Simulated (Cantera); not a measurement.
**Ignition delay**

Mixture: 4.48 % C3H8, 14.9 % O2, 80.6 % N2, equivalence ratio 1.5, at 2180 Torr, adiabatic and at constant pressure. Ignition delay is the time to a rise of 400 K.

Model: GRI-Mech 3.0 (53 species, 325 reactions), integrated in Cantera. GRI-Mech 3.0 was tuned for natural gas; its chemistry of propane as a main component is partial and can be far from experiment.

```csv
T0 (K),delay (ms)
1173,8.17
1248,1.89
1323,0.526
1398,0.177
1473,0.0721
1548,0.0345
1623,0.0190
1698,0.0118
1773,0.00793
1848,0.00573
```

* **apparent activation energy between 1698 and 1848 K**: 130 kJ/mol
